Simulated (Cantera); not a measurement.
Input: 1 mol CuO, 0.7 mol CO, 0.82 mol H2, 5.9 mol C, at 1.00 bar.

Method: chemical equilibrium by Gibbs-energy minimisation in Cantera with the NASA 1993 tables (ideal gas, pure condensed phases). Candidate condensed phases: C, C6H6, C7H8, C8H18, Cu, CuO, Cu(OH)2, Cu2O, H2O; 113 gas species. Kinetics and transport are ignored. All values below are at 1473 K.

Base state: CO 0.674, H2 0.325, H2O 0.000458, CO2 0.000385, CH4 0.000310 (mole fractions); condensed: C(graphite) + Cu(l).

Task: What changes in the equilibrium state with this change: CuO replaced by Ta2O5?

Result: 
| species | before | after |
|---|---|---|
| CO | 0.674 | 0.855 |
| H2 | 0.325 | 0.142 |
| CO2 | 0.000385 | 0.00170 |
| CH4 | 0.000310 | 2.16e-5 |
| H2O | 0.000458 | 0.000701 |
| C(graphite), mol | 4.90 | 0 |
| Cu(l), mol | 1.000 | 0 |
| TaC(s), mol | 0 | 1.69 |
| Ta2O5(s), mol | 0 | 0.155 |
Mutual solubility and eutectic melting of coexisting phases are not modelled. TaC: taken at fixed stoichiometry. Condensed phases not in the tables: Ta2C. Further candidate phases: Ta, TaC, Ta2O5.
